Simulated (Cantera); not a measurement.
Charge: 1 mol HBr, 0.28 mol H2, equilibrated at 575 K and 75.0 Torr.

Cantera equilibrium calculation (NASA polynomials, part measured and part estimated; ideal gas, pure solids and liquids). Candidate condensed phases: Br2; 5 gas species. Rates play no part.

Base state: HBr 0.781, H2 0.219 (mole fractions); condensed: gas only.

### Question
What changes in the equilibrium state with this change: temperature from 575 K to 2925 K?

### Answer
```json
[
 {"species": "Br", "before": "<1e-9", "after": "0.439"},
 {"species": "H2", "before": "0.219", "after": "0.266"},
 {"species": "H", "before": "<1e-9", "after": "0.203"},
 {"species": "HBr", "before": "0.781", "after": "0.0912"},
 {"species": "Br2", "before": "<1e-9", "after": "7.95e-5"}
]
```

### Question
What changes in the equilibrium state with this change: temperature from 575 K to 2600 K?

### Answer
| species | before | after |
|---|---|---|
| Br | <1e-9 | 0.394 |
| H2 | 0.219 | 0.330 |
| HBr | 0.781 | 0.206 |
| H | <1e-9 | 0.0698 |
| Br2 | <1e-9 | 0.000185 |
